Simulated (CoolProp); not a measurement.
Saturation properties of n-perfluorohexane (Tc = 174.9 °C, pc = 1.742 MPa, ω = 0.497).

The numbers come from the reference Helmholtz-energy equation of state, Gao 2022 in CoolProp.

```csv
T (°C),p (MPa),liquid density (kg/m³),vapour density (kg/m³),enthalpy of vaporisation (kJ/kg),liquid cp (kJ/(kg K))
-0.95,0.008208,1750,1.237,99.61,1.006
10.05,0.01462,1719,2.130,96.89,1.023
21.15,0.02478,1687,3.500,94.10,1.041
32.25,0.04002,1655,5.499,91.24,1.058
43.35,0.06196,1621,8.320,88.29,1.076
54.35,0.09215,1587,12.15,85.26,1.093
65.45,0.1332,1551,17.32,82.06,1.112
76.55,0.1872,1514,24.13,78.68,1.131
87.65,0.2565,1474,32.99,75.07,1.152
98.75,0.3440,1431,44.45,71.18,1.174
```

It boils at 57.1 °C under 1 atm.
